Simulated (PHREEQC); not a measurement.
Synthetic water in mmol/kgw, 25 °C, pH 6.98, pe 12.9: Na 1.54; K 1.7; Ca 1.01; Mg 0.807; Cl 3.52; S(6) 0.951; Alkalinity (meq/kgw) 2.8; Cd 0.0144.

Cl is adjusted to close the charge balance.
Valence states are taken as typed.

The numbers come from PHREEQC with the ion-association model, wateq4f.dat.

Precipitation was switched off in this run.

### Question
Order these Cd species by the share of Cd that they hold, largest first: Cd+2, CdHCO3+, CdSO4, CdCl+.

### Answer
Cd+2 (76 %), CdCl+ (11 %), CdSO4 (8.1 %), CdHCO3+ (4.5 %)

### Question
Order these C species by the share of C that they hold, largest first: HCO3-, CaHCO3+, MgHCO3+, CO2.

### Answer
HCO3- (81 %), CO2 (17 %), CaHCO3+ (0.65 %), MgHCO3+ (0.48 %)

The pH is 6.98 and the ionic strength 0.00904 mol/kgw. Examples of supersaturated solids here: Otavite. Others may be too. Complexes and solids missing from the database can't appear.
